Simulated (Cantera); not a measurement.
A Cantera script and its output.

```python
import numpy as np
import cantera as ct

surf = ct.Interface("ptcombust.yaml", "Pt_surf")
gas = surf.adjacent["gas"]
gas.TPX = 475, 300000, {'H2': 0.0021, 'O2': 0.097, 'N2': 0.79}
surf.TP = 475, 300000
reactor = ct.FlowReactor(gas, clone=False)
reactor.area = 0.0001  # m2
reactor.surface_area_to_volume_ratio = 770  # 1/m
reactor.mass_flow_rate = 4.6 * reactor.area * gas.density  # inlet velocity 4.6 m/s
reactor.energy_enabled = False
wall = ct.ReactorSurface(surf, reactor, clone=False)
net = ct.ReactorNet([reactor])
net.rtol, net.atol = 1e-8, 1e-16
show, cover = ['H2', 'O2', 'H2O'], ['PT(S)', 'H(S)', 'O(S)', 'OH(S)', 'CO(S)', 'C(S)']

rows = []
print(f"{'z/m':>9s}{'u/(m/s)':>9s}" + "".join(f"{s:>13s}" for s in show + cover))
for z in [5.3e-05, 9.4e-05, 0.00017, 0.0003, 0.00053, 0.00094, 0.0017, 0.003, 0.0053]:
    net.advance(z)
    rows.append([reactor.speed, *gas[show].X, *surf[cover].coverages])
    print(f"{z:9.4g}{rows[-1][0]:9.3g}" + "".join(f"{x:13.4e}" for x in rows[-1][1:]))
```

Output:

```
      z/m  u/(m/s)           H2           O2          H2O        PT(S)         H(S)         O(S)        OH(S)        CO(S)         C(S)
  5.3e-05      4.6   2.3452e-03   1.0909e-01   1.6793e-05   3.0480e-02   2.0268e-08   9.5424e-01   1.5265e-02  -6.6437e-30  -1.1459e-32
  9.4e-05      4.6   2.3324e-03   1.0909e-01   2.9622e-05   3.0315e-02   2.0046e-08   9.5437e-01   1.5301e-02  -5.1715e-28  -5.0352e-33
  0.00017      4.6   2.3090e-03   1.0908e-01   5.3038e-05   3.0013e-02   1.9643e-08   9.5461e-01   1.5364e-02  -9.6907e-29   2.2229e-34
   0.0003      4.6   2.2700e-03   1.0906e-01   9.2027e-05   2.9512e-02   1.8981e-08   9.5501e-01   1.5464e-02   1.8810e-27  -3.6951e-32
  0.00053      4.6   2.2042e-03   1.0903e-01   1.5790e-04   2.8664e-02   1.7890e-08   9.5570e-01   1.5614e-02  -5.2211e-27  -1.9673e-31
  0.00094      4.6   2.0959e-03   1.0898e-01   2.6636e-04   2.7268e-02   1.6162e-08   9.5690e-01   1.5812e-02   1.6127e-26   2.3809e-31
   0.0017      4.6   1.9208e-03   1.0890e-01   4.4168e-04   2.5007e-02   1.3557e-08   9.5896e-01   1.6008e-02  -7.5749e-27  -3.3765e-32
    0.003      4.6   1.6804e-03   1.0880e-01   6.8238e-04   2.1899e-02   1.0356e-08   9.6204e-01   1.6034e-02   3.4388e-25   9.2595e-30
   0.0053      4.6   1.3754e-03   1.0866e-01   9.8774e-04   1.7946e-02   6.9194e-09   9.6637e-01   1.5655e-02   1.1936e-25   2.7871e-31
```

Computed with Cantera and Deutschmann's 1995 Pt surface mechanism with GRI-Mech 3.0 gas chemistry. Catalytic surfaces can have several steady states; this one follows from the mechanism file's or the stated starting coverage. Mass transfer to the wall is taken as infinitely fast.
